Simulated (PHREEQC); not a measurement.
Consider water at 25 °C with 24 mmol/kgw HF and 120 mmol/kgw CuSO4. Closed to the air; pH follows from the charge balance.

All values are PHREEQC results (ion-association model, phreeqc.dat), not measurements.

| Quantity | Value |
|---|---|
| pH | 2.60 |
| ionic strength | 0.247 mol/kgw |
| specific conductance | 10900 µS/cm |
| density | 1.016 g/cm³ |
| total alkalinity | -24.0 meq/kg |

```json
[
 {"species": "Cu+2", "molality": "0.0612", "activity": "0.0188", "log γ": "-0.512"},
 {"species": "SO4-2", "molality": "0.0579", "activity": "0.0157", "log γ": "-0.568"},
 {"species": "CuSO4", "molality": "0.0569", "activity": "0.0602", "log γ": "0.025"},
 {"species": "HF", "molality": "0.0152", "activity": "0.0161", "log γ": "0.025"},
 {"species": "F-", "molality": "0.00613", "activity": "0.00423", "log γ": "-0.161"},
 {"species": "HSO4-", "molality": "0.00523", "activity": "0.00386", "log γ": "-0.132"},
 {"species": "H+", "molality": "0.00321", "activity": "0.00254", "log γ": "-0.103"},
 {"species": "CuF+", "molality": "0.00196", "activity": "0.00145", "log γ": "-0.132"},
 {"species": "HF2-", "molality": "0.000353", "activity": "0.000261", "log γ": "-0.132"},
 {"species": "CuOH+", "molality": "1.05e-7", "activity": "7.39e-8", "log γ": "-0.153"},
 {"species": "Cu2(OH)2+2", "molality": "8.03e-9", "activity": "2.39e-9", "log γ": "-0.526"}
]
```

This is a speciation only: nothing precipitates in the calculation. Complexes and solids missing from the database can't appear.
